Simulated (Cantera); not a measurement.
Carbon deposition, reforming and gasification: C₆H₆ + CO₂ + H₂

Input: 1 mol C₆H₆, 0.4 mol CO₂, 8.6 mol H₂, equilibrated at 4.00 mbar.

These are equilibrium values from Cantera (NASA tables, ideal gas, pure condensed phases), not measurements of a reactor. Candidate condensed phases: C, C₆H₆, C₇H₈, C₈H₁₈, H₂O; 110 gas species. Equilibrium is a limit: real reactors are often held back by kinetics, nucleation or transport.

From 1425 K to 2325 K the condensed part is C(graphite). The main C-bearing gas is CO throughout.

| T (K) | log p H₂ | log p H | log p CO | log p C₂H₂ (acetylene) | log p C₂H | n C(graphite) |
|---|---|---|---|---|---|---|
| 1425 | -2.43 | -6.38 | -3.59 | -7.88 | <-14 | 5.60 |
| 1525 | -2.43 | -5.84 | -3.59 | -7.34 | -13.42 | 5.60 |
| 1625 | -2.43 | -5.37 | -3.59 | -6.88 | -12.23 | 5.60 |
| 1725 | -2.43 | -4.95 | -3.59 | -6.46 | -11.18 | 5.60 |
| 1825 | -2.43 | -4.57 | -3.59 | -6.10 | -10.25 | 5.59 |
| 1925 | -2.43 | -4.24 | -3.59 | -5.77 | -9.42 | 5.59 |
| 2025 | -2.44 | -3.94 | -3.59 | -5.48 | -8.67 | 5.58 |
| 2125 | -2.45 | -3.67 | -3.60 | -5.23 | -8.00 | 5.56 |
| 2225 | -2.47 | -3.42 | -3.61 | -5.01 | -7.39 | 5.54 |
| 2325 | -2.50 | -3.21 | -3.62 | -4.82 | -6.84 | 5.50 |
log p: log10 of the partial pressure in bar; n: condensed amount in mol.
